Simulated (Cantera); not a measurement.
An isothermal, constant-pressure homogeneous reactor starts with H₂ : O₂ = 0.019 : 1 (molar parts), equivalence ratio 0.0095, at 1200 K and 2670 Pa.

Computed with Cantera and GRI-Mech 3.0 (53 species, 325 reactions). Radical loss at walls, strong at low pressure, is not modelled.

One state of this run: x H₂ = 3.80e-5; x O₂ = 0.977; x O = 0.00370; x HO₂ = 1.74e-6; x H₂O = 0.0183; x OH = 0.000725; x H = 0.000173. x: mole fraction; the columns are a selection and need not sum to one.

**Question.** Which value of t (s) does it belong to?
(A) 0.142
(B) 0.0476
(C) 33.7
(D) 1.27

**Answer.** B, 0.0476
